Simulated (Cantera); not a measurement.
Input: 1 mol Hg, 0.36 mol O2, 0.19 mol H2, at 773.15 K and 1 atm.

These are equilibrium values from Cantera (NASA tables, ideal gas, pure condensed phases), not measurements of a reactor. Candidate condensed phases: H2O, Hg, HgO; 10 gas species. Kinetics and transport are ignored.

Base state: Hg 0.687, O2 0.182, H2O 0.131 (mole fractions); condensed: gas only.

Question: What changes in the equilibrium state with this change: Hg replaced by PbO?

Answer: 
```json
[
 {"species": "O2", "before": "0.182", "after": "0.582"},
 {"species": "H2O", "before": "0.131", "after": "0.418"},
 {"species": "Hg", "before": "0.687", "after": "0"},
 {"species": "PbO(yellow), mol", "before": "0", "after": "1.00"}
]
```
Further candidate phases: Pb, PbO, PbO2, Pb3O4.
